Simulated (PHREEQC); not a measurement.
Make-up at 25 °C: 0.0041 mol TMAH, 0.0003 mol K2SiO3 and 0.0083 mol K2CO3 per kg of water. Closed to the air; pH follows from the charge balance.

The numbers come from PHREEQC with the ion-association model, phreeqc.dat.

```tsv
quantity	before	after
pH	11.59	11.59
ionic strength (mol/kgw)	0.0293	0.0540
HCO3- (mol/kgw)	0.000276	0.000494
CO2 (mol/kgw)	1.35e-9	2.32e-9
```

Question: Which change was made?
(A) TMAH from 0.0041 to 0.0205 mol/kgw
(B) K2CO3 from 0.0083 to 0.0166 mol/kgw
(C) TMAH from 0.0041 to 0.041 mol/kgw
(D) K2SiO3 left out

Answer: B, K2CO3 from 0.0083 to 0.0166 mol/kgw

This is a speciation only: nothing precipitates in the calculation. (CH3)4N+ isn't in the database: it is added as a free cation with an ion size of 4 Å.
